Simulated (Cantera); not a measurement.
An adiabatic, constant-volume homogeneous reactor starts with CH4 : O2 : N2 = 1 : 5.56 : 20.9 (molar parts), equivalence ratio 0.36, at 1625 K and 2800000 Pa. Integrator tolerance rtol = 1e-08.

Model: GRI-Mech 3.0 (53 species, 325 reactions), integrated in Cantera. The pressure lies above the range GRI-Mech 3.0 was tuned for (to about 10 atm).

### Question
What does this change do: pressure from 2800000 Pa to 500000 Pa?

### Answer
```tsv
quantity	before	after
time of steepest temperature rise	20.6 µs	81.1 µs
temperature at 6.00 s	2514 K	2490 K
equilibrium temperature	2514 K	2490 K
x(CH4) at 6.00 s	<1e-12 (gas-phase equilibrium <1e-12)	<1e-12 (gas-phase equilibrium <1e-12)
x(O2) at 6.00 s	0.120 (gas-phase equilibrium 0.120)	0.119 (gas-phase equilibrium 0.119)
x(CH2O) at 6.00 s	2.14e-12 (gas-phase equilibrium 2.14e-12)	1.63e-12 (gas-phase equilibrium 1.63e-12)
x(H2O) at 6.00 s	0.0703 (gas-phase equilibrium 0.0703)	0.0690 (gas-phase equilibrium 0.0690)
x(HO2) at 6.00 s	2.09e-5 (gas-phase equilibrium 2.09e-5)	1.26e-5 (gas-phase equilibrium 1.26e-5)
```

### Question
What does this change do: initial temperature 1625 to 1775 K?

### Answer
| quantity | before | after |
|---|---|---|
| time of steepest temperature rise | 20.6 µs | 7.42 µs |
| temperature at 6.00 s | 2514 K | 2627 K |
| equilibrium temperature | 2514 K | 2627 K |
| x(CH4) at 6.00 s | <1e-12 (gas-phase equilibrium <1e-12) | <1e-12 (gas-phase equilibrium <1e-12) |
| x(O2) at 6.00 s | 0.120 (gas-phase equilibrium 0.120) | 0.117 (gas-phase equilibrium 0.117) |
| x(CH2O) at 6.00 s | 2.14e-12 (gas-phase equilibrium 2.14e-12) | 6.31e-12 (gas-phase equilibrium 6.31e-12) |
| x(H2O) at 6.00 s | 0.0703 (gas-phase equilibrium 0.0703) | 0.0692 (gas-phase equilibrium 0.0692) |
| x(HO2) at 6.00 s | 2.09e-5 (gas-phase equilibrium 2.09e-5) | 2.67e-5 (gas-phase equilibrium 2.67e-5) |
